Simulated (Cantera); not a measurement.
An isothermal, constant-pressure homogeneous reactor starts with C₂H₄ : O₂ : N₂ : H₂O = 0.0034 : 0.0069 : 1 : 0.034 (molar parts), equivalence ratio 1.5, at 1525 K and 9.87 atm.

Cantera simulation using GRI-Mech 3.0 (53 species, 325 reactions); the numbers are that mechanism's predictions, not measurements. GRI-Mech 3.0 was tuned for natural gas; its chemistry of ethylene as a main component is partial and can be far from experiment.

x: mole fraction; the columns are a selection and need not sum to one.

```tsv
t (s)	x C₂H₄	x O₂	x CH₃	x NO	x O	x C₂H₆	x CH₄
5.00e-6	0.00326	0.00661	6.43e-9	<1e-12	1.88e-9	4.09e-12	2.12e-10
1.95e-5	0.00324	0.00660	1.86e-6	<1e-12	3.55e-7	3.55e-9	1.39e-7
7.58e-5	0.000413	0.00361	4.08e-5	…	5.16e-6	6.48e-6	0.000249
0.000295	1.74e-5	0.00137	1.60e-5	…	1.90e-6	1.84e-6	0.000159
0.00115	2.58e-6	0.000313	4.77e-6	5.45e-7	3.01e-7	4.02e-7	7.49e-5
0.00447	8.65e-7	6.34e-5	1.26e-6	5.58e-7	1.59e-8	8.85e-8	5.81e-5
0.0174	4.31e-7	1.30e-5	3.66e-7	5.46e-7	9.21e-10	1.41e-8	5.75e-5
0.0678	3.70e-7	1.37e-6	1.73e-7	5.24e-7	5.93e-11	3.79e-9	5.89e-5
0.264	3.41e-7	2.18e-9	1.50e-7	…	1.24e-11	2.93e-9	6.16e-5
1.03	1.91e-7	4.23e-11	1.45e-7	…	1.14e-11	2.71e-9	6.27e-5
4.00	2.76e-8	3.93e-11	8.36e-8	…	1.10e-11	9.05e-10	3.76e-5
```

Task: Complete the blanks.

Result: 
- 7.58e-5, x NO: 2.59e-7
- 0.000295, x NO: 4.33e-7
- 0.264, x NO: 4.56e-7
- 1.03, x NO: 2.80e-7
- 4.00, x NO: 1.81e-7
